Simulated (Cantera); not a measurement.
An isothermal, constant-pressure homogeneous reactor starts with 22.5 % H2, 77.5 % O2, equivalence ratio 0.14, at 1275 K and 28.5 Torr.

Computed with Cantera and the H2/O2 subset of GRI-Mech 3.0, which has no nitrogen chemistry. Radical loss at walls, strong at low pressure, is not modelled. The temperature is held fixed by assumption; the heat of reaction is taken as removed at once.

One state of this run: x H2 = 1.36e-6; x O2 = 0.747; x O = 8.03e-6; x OH = 0.000156; x H2O = 0.253; x HO2 = 9.69e-8. x: mole fraction; the columns are a selection and need not sum to one.

Question: Which value of t (s) does it belong to?
A. 0.0737
B. 1.00
C. 0.00283
D. 0.271

Answer: D, 0.271
